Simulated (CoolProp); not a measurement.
Vapour-liquid equilibrium of ammonia (1) + benzene (2) at 0.935 MPa; x and y are mole fractions of (1).

Model: multi-fluid Helmholtz-energy mixture model, Gao 2020 and Thol 2012; pair parameters Bell 2016, in CoolProp.

```
x     bubble temperature (K)  y at the bubble point  dew temperature at overall composition x (K)  liquid density (mol/L)
----  ----------------------  ---------------------  --------------------------------------------  ----------------------
0.05                   400.2                  0.601                                         444.6                   10.05
0.15              (withheld)                  0.916                                    (withheld)                   11.81
0.25                   321.5                  0.963                                         430.9                   13.23
0.35                   312.1             (withheld)                                         423.3                   14.66
0.45                   307.8                  0.980                                         415.0                   16.23
0.55                   305.5                  0.983                                    (withheld)                   18.08
0.65                   304.0                  0.985                                         394.5                   20.33
0.75              (withheld)                  0.987                                         380.9                   23.19
0.85                   300.2                  0.990                                         362.2                   26.97
0.95                   297.5                  0.996                                         329.0              (withheld)
```

### Question
What belongs in the gaps?

### Answer

- 0.15, bubble temperature (K): 343.4
- 0.15, dew temperature at overall composition x (K): 437.9
- 0.35, y at the bubble point: 0.975
- 0.55, dew temperature at overall composition x (K): 405.6
- 0.75, bubble temperature (K): 302.3
- 0.95, liquid density (mol/L): 32.19

No azeotrope shows between x = 0.05 and 0.95.

The pair parameters rest on a limited set of measurements; away from them the model extrapolates. With so large a gap from Raoult's law the liquid may split in two, which this calculation doesn't test in full.
